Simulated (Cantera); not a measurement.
## Low-pressure radical oxidation in H2/O2

An isothermal, constant-pressure homogeneous reactor starts with 1.40 % H₂, 17.3 % O₂, 81.3 % N₂, at 1050 K and 0.00620 bar.

Detailed kinetics in Cantera: GRI-Mech 3.0 (53 species, 325 reactions). Radical loss at walls, strong at low pressure, is not modelled.

```tsv
t (s)	x H₂	x O₂	x N₂O	x H₂O	x OH
8.00e-6	0.0140	0.173	<1e-12	<1e-12	<1e-12
3.76e-5	0.0140	0.173	<1e-12	<1e-12	<1e-12
0.000177	0.0140	0.173	<1e-12	<1e-12	<1e-12
0.000833	0.0140	0.173	<1e-12	3.55e-12	7.60e-12
0.00392	0.0140	0.173	<1e-12	2.19e-10	1.05e-10
0.0184	0.0140	0.173	<1e-12	2.12e-7	5.90e-8
0.0868	0.000352	0.164	1.17e-9	0.0116	0.000532
0.408	0.000175	0.165	3.37e-9	0.0130	0.000376
1.92	2.70e-5	0.167	5.17e-9	0.0140	0.000146
9.04	1.37e-6	0.167	6.66e-9	0.0141	3.32e-5
42.5	9.18e-8	0.167	7.14e-9	0.0141	8.72e-6
200	1.06e-8	0.167	7.25e-9	0.0141	2.99e-6
```
x: mole fraction; the columns are a selection and need not sum to one.

Equilibrium at this temperature and pressure: H₂ 1.60e-10, O₂ 0.167, N₂O 3.04e-10, H₂O 0.0141, OH 3.70e-7 (gas phase only).
